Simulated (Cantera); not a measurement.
Gas mixture: 26.8 % C3H8, 73.2 % H2O, at 1330 Pa, frozen composition.

Cantera's kinetic-theory transport with the Lennard-Jones parameters of GRI-Mech 3.0, ideal gas; thermal conductivity in the multicomponent form. Polar gases are described roughly by these parameters. The composition is frozen, though it would react at the higher temperatures.

D: mixture-averaged diffusion coefficient of that species in the mixture.

```
T (K)  ρ (kg/m³)  cp (J/kg/K)  μ (µPa s)  λ (mW/m/K)     Pr  D (cm²/s) CH4  D (cm²/s) NH3  D (cm²/s) H2
-----  ---------  -----------  ---------  ----------  -----  -------------  -------------  ------------
400       0.0100         2012       12.9        35.2  0.734           24.6           22.1          89.5
650      0.00617            …          …           …  0.769              …              …             …
900      0.00445         2942       27.9         104  0.789            108            109           363
1150     0.00349         3249       34.6         140  0.801            165            171           548
1400     0.00286         3491       40.8         176  0.807            231            245           761
1650     0.00243         3688          …           …  0.812              …              …             …
```

### Question
Fill in the missing entries.

### Answer

- 650, cp (J/kg/K): 2538
- 650, μ (µPa s): 20.7
- 650, λ (mW/m/K): 68.3
- 650, D (cm²/s) CH4: 60.5
- 650, D (cm²/s) NH3: 58.2
- 650, D (cm²/s) H2: 209
- 1650, μ (µPa s): 46.6
- 1650, λ (mW/m/K): 212
- 1650, D (cm²/s) CH4: 305
- 1650, D (cm²/s) NH3: 328
- 1650, D (cm²/s) H2: 1000
